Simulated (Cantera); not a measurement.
**Low-pressure radical oxidation in H2/O2**

A perfectly stirred reactor is fed with H2 : O2 = 0.014 : 1 (molar parts), at 0.0263 atm; it is held at 998 K, and followed from long to short residence time.

Model: the H2/O2 subset of GRI-Mech 3.0, which has no nitrogen chemistry, integrated in Cantera. Radical loss at walls, strong at low pressure, is not modelled.

| τ (s) | x H2 | x O2 | x H | x OH | x HO2 | x O | x H2O |
|---|---|---|---|---|---|---|---|
| 5.3 | 7.16e-5 | 0.986 | 2.66e-6 | 6.59e-5 | 8.82e-7 | 0.000151 | 0.0138 |
| 2.4 | 0.000111 | 0.986 | 5.82e-6 | 8.90e-5 | 1.22e-6 | 0.000244 | 0.0137 |
| 1.1 | 0.000170 | 0.986 | 1.25e-5 | 0.000121 | 1.68e-6 | 0.000385 | 0.0137 |
| 0.47 | 0.000270 | 0.985 | 2.84e-5 | 0.000171 | 2.33e-6 | 0.000621 | 0.0135 |
| 0.21 | 0.000417 | 0.985 | 6.09e-5 | 0.000239 | 3.12e-6 | 0.000951 | 0.0133 |
| 0.093 | 0.000649 | 0.984 | 0.000128 | 0.000336 | 4.11e-6 | 0.00142 | 0.0130 |
| 0.041 | 0.00102 | 0.984 | 0.000260 | 0.000470 | 5.23e-6 | 0.00205 | 0.0125 |
| 0.018 | 0.00162 | 0.983 | 0.000492 | 0.000645 | 6.39e-6 | 0.00279 | 0.0117 |
| 0.0081 | 0.00259 | 0.982 | 0.000814 | 0.000845 | 7.38e-6 | 0.00347 | 0.0104 |
x: mole fraction; the columns are a selection and need not sum to one.
